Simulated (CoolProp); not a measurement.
Values from CoolProp's reference Helmholtz-energy equation of state, Wagner 2002.

Problem. For water, give the phase and the density (kg/m³), Joule-Thomson coefficient (K/MPa), isothermal compressibility (1/MPa), expansivity (1/kK) at 1000 K and 200 bar; 1000 K and 267 bar; 1000 K and 533 bar.

Solution. 
- 1000 K and 200 bar: gas; density 45.7, Joule-Thomson coefficient 2.23, isothermal compressibility 0.0527, expansivity 1.27
- 1000 K and 267 bar: supercritical; density 62.1, Joule-Thomson coefficient 2.16, isothermal compressibility 0.0402, expansivity 1.37
- 1000 K and 533 bar: supercritical; density 133, Joule-Thomson coefficient 1.79, isothermal compressibility 0.0210, expansivity 1.77
